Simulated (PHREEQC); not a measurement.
## Silver or lead bath: an equilibrium model

Dissolve 0.0094 mol/kgw Ag2SO4, 0.00067 mol/kgw HNO3 and 5.1e-05 mol/kgw Zn(NO3)2 at 25 °C. Closed to the air; pH follows from the charge balance.

Equilibrium calculation in PHREEQC: ion-association model, wateq4f.dat.

Each row changes one thing in this solution. Precipitation was switched off in this run.

```
case                                        pH  ionic strength (mol/kgw)  Zn+2 (mol/kgw)  ZnOH+ (mol/kgw)  SI of Zincite(c) (ZnO)
----------------------------------------  ----  ------------------------  --------------  ---------------  ----------------------
as made                                   3.38                    0.0257         3.20e-5         5.56e-11                   -9.12
temperature from 25 to 45 °C              3.45                    0.0252         3.11e-5         2.57e-10                   -8.00
Ag2SO4 from 0.0094 to 0.00094 mol/kgw     3.23                   0.00349         4.54e-5         6.98e-11                   -9.14
temperature from 25 to 80 °C              3.64                    0.0245         3.01e-5          3.07e-9                   -6.16
Zn(NO3)2 from 5.1e-05 to 0.00051 mol/kgw  3.38                    0.0264        0.000324         5.57e-10                   -8.12
Ag2SO4 left out                           3.19                  0.000823         5.10e-5         7.83e-11                   -9.11
diluted 100-fold with water               5.19                  0.000289         5.01e-7         7.94e-11                   -7.10
Ag2SO4 from 0.0094 to 0.00188 mol/kgw     3.26                   0.00611         4.20e-5         6.57e-11                   -9.14
```

Constants without temperature data keep their 25 °C values here.
